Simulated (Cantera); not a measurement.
Input (Python, Cantera):

```python
import numpy as np
import cantera as ct

gas = ct.Solution("gri30.yaml")
gas.TPX = 675, 470000, {'C2H4': 1, 'O2': 5.08, 'N2': 37.1, 'H2O': 0.42}
inlet = ct.Reservoir(gas, clone=True)
gas.equilibrate("HP")  # start burning
reactor = ct.IdealGasConstPressureReactor(gas, energy="on", clone=False)
exhaust = ct.Reservoir(gas, clone=True)
tau = [0.086, 0.038, 0.017, 0.0074, 0.0033, 0.0015, 0.00064, 0.00029, 0.00013, 5.6e-05][0]
for a, b in ((inlet, reactor), (reactor, exhaust)):
    ct.MassFlowController(a, b, mdot=lambda t: reactor.mass / tau)
net = ct.ReactorNet([reactor])
show = ['C2H4', 'O2', 'C2H6', 'C2H2', 'CH2']

rows = []
print(f"{'tau/s':>10s}{'T/K':>9s}" + "".join(f"{s:>11s}" for s in show))
for tau in [0.086, 0.038, 0.017, 0.0074, 0.0033, 0.0015, 0.00064, 0.00029, 0.00013, 5.6e-05]:
    net.initial_time = 0.0
    net.advance(30 * tau)
    before = gas.X
    net.advance(40 * tau)
    drift = np.max(np.abs(gas.X - before) / (gas.X + 1e-9))
    rows.append([gas.T, *gas[show].X, drift])
    print(f"{tau:10.3e}{gas.T:9.1f}" + "".join(f"{x:11.3e}" for x in gas[show].X))
```

Result:

```
     tau/s      T/K       C2H4         O2       C2H6       C2H2        CH2
 8.600e-02   1544.2  7.951e-06  4.780e-02  4.506e-11  2.818e-06  2.545e-09
 3.800e-02   1542.2  1.320e-05  4.789e-02  1.431e-10  3.687e-06  6.072e-09
 1.700e-02   1538.9  2.152e-05  4.806e-02  4.289e-10  4.679e-06  1.416e-08
 7.400e-03   1533.1  3.543e-05  4.836e-02  1.299e-09  5.857e-06  3.351e-08
 3.300e-03   1523.3  5.782e-05  4.890e-02  3.844e-09  7.215e-06  7.611e-08
 1.500e-03   1506.6  9.618e-05  4.986e-02  1.205e-08  8.962e-06  1.665e-07
 6.400e-04   1471.5  1.881e-04  5.201e-02  5.640e-08  1.231e-05  3.760e-07
 2.900e-04    675.0  2.294e-02  1.165e-01  1.580e-18  1.062e-17  4.541e-34
 1.300e-04    675.0  2.294e-02  1.165e-01 -2.057e-20 -1.048e-19  3.117e-34
 5.600e-05    675.0  2.294e-02  1.165e-01 -1.064e-22  1.357e-20  4.541e-36
```

Cantera simulation using GRI-Mech 3.0 (53 species, 325 reactions); the numbers are that mechanism's predictions, not measurements. GRI-Mech 3.0 was tuned for natural gas; its chemistry of ethylene as a main component is partial and can be far from experiment.
